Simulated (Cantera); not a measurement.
Charge: 1 mol SiCl4, 0.81 mol O3, 0.1 mol H2, held at 1673 K and 58000 Pa.

These are equilibrium values from Cantera (NASA tables, ideal gas, pure condensed phases), not measurements of a reactor. Candidate condensed phases: H2O, Si, SiO2; 30 gas species. The tables hold silica as quartz up to 1696 K and as liquid above; real silica turns to tridymite and cristobalite and melts near 1996 K. Equilibrium is a limit: real reactors are often held back by kinetics, nucleation or transport.

Base state: Cl2 0.659, Cl 0.177, O2 0.0842, HCl 0.0786, ClO 0.000789, H2O 3.93e-5, SiCl4 2.76e-5, O 1.27e-5 (mole fractions); condensed: SiO2(β-quartz).

What changes in the equilibrium state with this change: O3 from 0.81 to 4.5 mol?


```
species                before    after
-------------------  --------  -------
O2                     0.0842    0.698
Cl2                     0.659    0.183
Cl                      0.177   0.0935
HCl                    0.0786   0.0242
SiCl4                 2.76e-5  2.58e-7
O                     1.27e-5  3.67e-5
ClO                  0.000789  0.00120
H2O                   3.93e-5  3.85e-5
SiO2(β-quartz), mol     1.000    1.000
```

What changes in the equilibrium state with this change: temperature from 1673 K to 2073.15 K?


```
species                before     after
-------------------  --------  --------
Cl                      0.177     0.630
Cl2                     0.659     0.246
O2                     0.0842    0.0627
HCl                    0.0786    0.0591
SiCl4                 2.76e-5  0.000130
O                     1.27e-5  0.000378
OH                    5.46e-6   3.65e-5
ClO                  0.000789   0.00172
H2O                   3.93e-5   2.22e-5
SiO2(β-quartz), mol     1.000         0
SiO2(l), mol                0     1.000
```
